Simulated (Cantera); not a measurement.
Cantera run:

```python
import numpy as np
import cantera as ct

gas_names = """
    B BCL BCL2 BCL3 BH BH2 BH3 BN B2 CL CL2 H HCL H2 N NH NH2 NH3 N2 N2H2 N2H4
""".split()
cond_names = """
    B(b) B(L) BN(s) NH4CL(a) NH4CL(b)
""".split()


def load(file, names, dense=False):
    # The tables refer to 1 bar. Condensed volumes are neglected.
    table = {s.name: s for s in ct.Species.list_from_file(file)}
    out = []
    for n in names:
        d = dict(table[n].input_data)
        d["thermo"] = dict(d["thermo"], **{"reference-pressure": 1e5})
        if dense:
            d["equation-of-state"] = {"model": "constant-volume", "density": "1e6 g/cm^3"}
        out.append(ct.Species.from_dict(d))
    return out


gas = ct.Solution(thermo="ideal-gas", species=load("nasa_gas.yaml", gas_names))
cond = {s.name: ct.Solution(thermo="fixed-stoichiometry", species=[s], name=s.name)
        for s in load("nasa_condensed.yaml", cond_names, dense=True)}
atoms = {
    'BCl3': {'B': 1, 'CL': 3},
    'H2': {'H': 2},
    'N2': {'N': 2},
}
top_T = {'BN(s)': 3200}  # K; cautious upper limits of use, not melting points


def equilibrate(T, P, feed):
    n = {}
    for name, mol in feed.items():
        for a, k in atoms[name].items():
            n[a] = n.get(a, 0.0) + k * mol
    gas.TPX = T, P, n
    mass = sum(n.values()) * gas.mean_molecular_weight
    gas.equilibrate("TP")
    valid = [c for c in cond.values() if c.min_temp <= T <= top_T.get(c.name, c.max_temp)]
    mix = ct.Mixture([(gas, mass / gas.mean_molecular_weight)] + [(c, 0.0) for c in valid])
    mix.T, mix.P = T, P
    mix.equilibrate("TP", solver="vcs", rtol=1e-11, max_steps=5000)
    return mix


results = []
feed = {'BCl3': 1, 'H2': 43, 'N2': 0.16}  # mol
P = 1000  # Pa
for T in [1425, 1450, 1475, 1500, 1525, 1550, 1575, 1600, 1625, 1650, 1675]:
    mix = equilibrate(T, P, feed)
    results.append((T, P, feed, dict(zip(mix.species_names, mix.species_moles))))

top = {s: max(r[3][s] / sum(r[3][g] for g in gas_names) for r in results) for s in gas_names}
cols = sorted((s for s in top if top[s] > 1e-06), key=lambda s: -top[s])[:7]
seen = [c for c in cond_names if any(r[3].get(c, 0) > 1e-12 for r in results)]
print("log10 of partial pressures in bar; condensed amounts in mol")
print(f"{'T/K':>10s}" + "".join(f"{s[:9]:>10s}" for s in cols + seen))
for T, P, feed, n in results:
    ng = sum(n[g] for g in gas_names)
    print(f"{T:10.4g}" + "".join(f"{np.log10(max(n[s] / ng * P / 1e5, 1e-99)):10.3f}" for s in cols)
          + "".join(f"{n.get(c, 0):10.4g}" for c in seen))
```

Result:

```
log10 of partial pressures in bar; condensed amounts in mol
       T/K        H2       HCL         H       BCL      BCL3        CL      BCL2      B(b)     BN(s)
      1425    -2.030    -3.176    -6.181    -6.216    -5.724    -7.413    -6.775     0.668      0.32
      1450    -2.030    -3.175    -6.039    -6.070    -5.798    -7.273    -6.707     0.668      0.32
      1475    -2.030    -3.175    -5.902    -5.929    -5.870    -7.138    -6.642    0.6674      0.32
      1500    -2.030    -3.175    -5.770    -5.793    -5.940    -7.008    -6.580    0.6662      0.32
      1525    -2.030    -3.175    -5.641    -5.662    -6.008    -6.882    -6.520    0.6641    0.3199
      1550    -2.030    -3.175    -5.517    -5.535    -6.075    -6.760    -6.463    0.6612    0.3198
      1575    -2.030    -3.176    -5.397    -5.413    -6.140    -6.642    -6.408    0.6573    0.3197
      1600    -2.030    -3.177    -5.280    -5.295    -6.204    -6.528    -6.355    0.6521    0.3194
      1625    -2.031    -3.178    -5.167    -5.181    -6.267    -6.418    -6.304    0.6457    0.3189
      1650    -2.031    -3.179    -5.057    -5.070    -6.328    -6.311    -6.256    0.6377    0.3182
      1675    -2.031    -3.181    -4.951    -4.964    -6.390    -6.208    -6.210    0.6281    0.3168
```

Method: chemical equilibrium by Gibbs-energy minimisation in Cantera with the NASA 1993 tables (ideal gas, pure condensed phases). N2 is the only nitrogen source here; it is nearly inert below about 1500 K, so the nitride shown seldom forms there in practice. Mutual solubility and eutectic melting of coexisting phases are not modelled. The tables' values for BCl, BCl2, BH2 are old estimates; treat these amounts as uncertain. Gases not in the tables: BHCl2.
